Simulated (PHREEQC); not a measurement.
**Acid rinse or clean (model solution)**

A solution holds 0.11 mol/kgw HCl, 0.022 mol/kgw CaCl2 and 0.29 mol/kgw MnSO4, at 20 °C and 100 atm. Closed to the air; pH follows from the charge balance.

Equilibrium calculation in PHREEQC: ion-association model, phreeqc.dat.

No solid was allowed to form.

Problem. Estimate the pH.

Solution. pH 1.51.

Problem. In which forms is Cl present?

Solution. Cl- 86 %, MnCl+ 13 % of the Cl.

Examples of supersaturated solids here: Gypsum. Others may be too. The ionic strength is past about 0.7 mol/kgw, beyond the range of this activity model, so the values are rough. Complexes and solids missing from the database can't appear. Under pressure, the constants of complexes without a molar volume in the database are unreliable.
